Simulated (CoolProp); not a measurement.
Model: reference Helmholtz-energy equation of state, Thol 2017, in CoolProp.

**Question.** For octamethyltrisiloxane (MDM), give the phase and the Z, cp (kJ/(kg K)), cv (kJ/(kg K)), speed of sound (m/s) at 43.65 °C and 0.297 bar; 84.55 °C and 6.59 bar.

**Answer.** 
- 43.65 °C and 0.297 bar: liquid; Z 0.00335, cp 1.83, cv 1.51, speed of sound 853
- 84.55 °C and 6.59 bar: liquid; Z 0.0694, cp 1.93, cv 1.61, speed of sound 725
